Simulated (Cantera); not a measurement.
Charge: 1 mol Fe2O3, 0.38 mol H2O, 1.3 mol N2, equilibrated at 10.0 Torr.

Cantera equilibrium calculation (NASA polynomials, part measured and part estimated; ideal gas, pure solids and liquids). Candidate condensed phases: Fe, FeO, Fe(OH)2, Fe(OH)3, Fe2O3, Fe3O4, H2O; 27 gas species. Mutual solubility and eutectic melting of coexisting phases are not modelled. The numbers say what is thermodynamically allowed, not how fast it happens.

Question: Which condensed phases are stable at each of these points (T (K)): 700, 800, 900, 1000, 1100, 1200, 1300, 1400, 1500, 1600?

Answer: 
| T (K) | condensed phases | Fe condensed (%) |
|---|---|---|
| 700 | Fe2O3(s) | 100.0 |
| 800 | Fe2O3(s) | 100.0 |
| 900 | Fe2O3(s) | 100.0 |
| 1000 | Fe2O3(s) | 100.0 |
| 1100 | Fe2O3(s) | 100.0 |
| 1200 | Fe2O3(s) + Fe3O4(s) | 100.0 |
| 1300 | Fe2O3(s) + Fe3O4(s) | 100.0 |
| 1400 | Fe2O3(s) + Fe3O4(s) | 100.0 |
| 1500 | Fe3O4(s) | 100.0 |
| 1600 | Fe3O4(s) | 100.0 |

From 700 K to 1100 K the condensed part is Fe2O3(s). From 1200 K to 1400 K the condensed part is Fe2O3(s) + Fe3O4(s). From 1500 K to 1600 K the condensed part is Fe3O4(s).
